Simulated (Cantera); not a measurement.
A perfectly stirred reactor is fed with CH4 : CO2 : H2 = 1 : 0.71 : 0.44 (molar parts), at 2.37 atm; it is held at 1450 K, and followed from long to short residence time.

Detailed kinetics in Cantera: GRI-Mech 3.0 (53 species, 325 reactions).

x: mole fraction; the columns are a selection and need not sum to one.

```csv
τ (s),x CH4,x CO2,x H2,x H,x OH,x C2H2
0.88,0.281,0.178,0.249,2.10e-6,2.55e-8,0.0484
0.33,0.362,0.252,0.235,1.77e-6,1.40e-8,0.0267
0.12,0.419,0.299,0.220,1.57e-6,7.57e-9,0.0106
0.047,0.446,0.318,0.211,1.47e-6,…,…
0.018,0.458,0.326,0.207,1.39e-6,4.05e-9,0.000775
0.0066,0.463,0.329,0.205,1.29e-6,3.47e-9,0.000106
0.0025,0.464,0.330,0.205,1.16e-6,3.01e-9,1.01e-5
0.00094,0.465,0.330,0.205,…,…,…
0.00035,0.465,0.330,0.205,8.23e-7,2.11e-9,3.64e-8
0.00013,0.465,0.330,0.205,6.00e-7,1.54e-9,1.60e-9
```

Question: Some entries are withheld; supply them.

Answer: 
- 0.047, x OH: 5.11e-9
- 0.047, x C2H2: 0.00344
- 0.00094, x H: 9.93e-7
- 0.00094, x OH: 2.56e-9
- 0.00094, x C2H2: 6.65e-7
